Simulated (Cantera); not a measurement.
A closed system holds: 1 mol Zr, 0.11 mol O2, 8.1 mol N2, 0.017 mol H2O, held at 2.30 Pa.

Equilibrium computed with Cantera from the NASA thermochemical tables; the gas is ideal and each condensed phase is pure. Candidate condensed phases: H2O, Zr, ZrN, ZrO2; 28 gas species. Mutual solubility and eutectic melting of coexisting phases are not modelled. ZrN: taken at fixed stoichiometry. Condensed phases not in the tables: solid solutions among these carbides, nitrides and lower oxides. Kinetics and transport are ignored. All values below are at 2148 K.

Base state: N2 0.992, H 0.00435, ZrO 0.00361, ZrO2 3.55e-5, H2 2.50e-5, Zr 2.08e-5 (mole fractions); condensed: ZrN(s) + ZrO2(tetragonal).

What changes in the equilibrium state with this change: O2 from 0.11 to 2.8 mol?


```
species                 before     after
---------------------  -------  --------
N2                       0.992     0.759
O                      1.91e-6     0.128
O2                       <1e-9     0.102
ZrO2                   3.55e-5   3.55e-5
ZrO                    0.00361   5.36e-8
NO                     1.30e-7   0.00765
OH                     1.56e-8  0.000612
Zr                     2.08e-5     <1e-9
ZrN(s), mol              0.867         0
ZrO2(tetragonal), mol    0.104     1.000
```
